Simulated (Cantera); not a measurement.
An isothermal, constant-pressure homogeneous reactor starts with NH3 : H2 = 1 : 12 (molar parts), at 2175 K and 240 Torr.

Detailed kinetics in Cantera: the gas-phase N/H chemistry of the illustrative SiF4/NH3 mechanism in the Surface Chemkin manual (1991). Walls and surfaces, which speed up NH3 decomposition in real reactors, are not modelled.

One state of this run: x NH3 = 0.0136; x H2 = 0.953; x N2 = 0.0292; x N = 3.69e-6; x N2H2 = 1.22e-7. x: mole fraction; the columns are a selection and need not sum to one.

Problem. Which value of t (s) does it belong to?
A. 0.00458
B. 0.00156
C. 6.08e-5
D. 0.0398

Solution. D, 0.0398
